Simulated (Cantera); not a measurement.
Equilibrium for sublimation and decomposition of ceramics: Si₃N₄ + N₂

Feed: 1 mol Si₃N₄, 1.8 mol N₂, held at 2798.15 K and 42.0 Pa.

Cantera equilibrium calculation (NASA polynomials, part measured and part estimated; ideal gas, pure solids and liquids). Candidate condensed phases: Si, Si₃N₄; 7 gas species. The tables' values for SiN are old estimates; treat these amounts as uncertain. Equilibrium is a limit: real reactors are often held back by kinetics, nucleation or transport.

```json
{
 "x(N₂)": "0.559",
 "x(Si)": "0.441",
 "x(SiN)": "0.000456",
 "x(N)": "0.000126",
 "x(Si₂)": "9.25e-5",
 "x(Si₂N)": "1.79e-6",
 "gas_amount": "6.798 mol",
 "log10 activity of Si(l) (absent)": "-2.27"
}
```
